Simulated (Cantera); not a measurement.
**Ignition delay**

Mixture: 12.6 % CH4, 2.65 % C2H6, 21.6 % O2, 56.1 % N2, 7.07 % H2O, at 170000 Pa, adiabatic and at constant volume. Ignition delay is the time to a rise of 400 K.

Model: GRI-Mech 3.0 (53 species, 325 reactions), integrated in Cantera.

```tsv
T0 (K)	delay (ms)
1100	8.49
1175	2.53
1250	0.952
1325	0.435
1400	0.222
1475	0.120
1550	0.0676
1625	0.0397
1700	0.0245
1775	0.0159
```

```yaml
apparent activation energy between 1625 and 1775 K: 150 kJ/mol
```
